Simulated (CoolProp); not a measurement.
Vapour-liquid equilibrium of propane (1) + benzene (2) at 321.5 K; x and y are mole fractions of (1).

Computed with CoolProp (multi-fluid Helmholtz-energy mixture model, Lemmon 2009 and Thol 2012; pair parameters Bell 2016).

| x | bubble pressure, mixture model (kPa) | bubble pressure, Raoult's law (kPa) | y, mixture model | y, Raoult's law |
|---|---|---|---|---|
| 0.05 | 169.9 | 114.9 | 0.800 | 0.719 |
| 0.2 | 487.5 | 357.7 | 0.932 | 0.924 |
| 0.35 | 721.5 | 600.5 | 0.956 | 0.963 |
| 0.5 | 916.5 | 843.3 | 0.968 | 0.980 |
| 0.65 | 1102 | 1086 | 0.977 | 0.989 |
| 0.8 | 1303 | 1329 | 0.986 | 0.995 |
| 0.95 | 1550 | 1572 | 0.996 | 0.999 |

The largest gap from Raoult's law is +47.9 % in bubble pressure, at x = 0.05. No azeotrope shows between x = 0.05 and 0.95.

Pair parameters are fitted to limited data, so mixtures are less certain than the pure fluids. The gap from Raoult's law changes sign with composition, which may be real or a fault of the pair parameters; it wasn't checked against measurements.
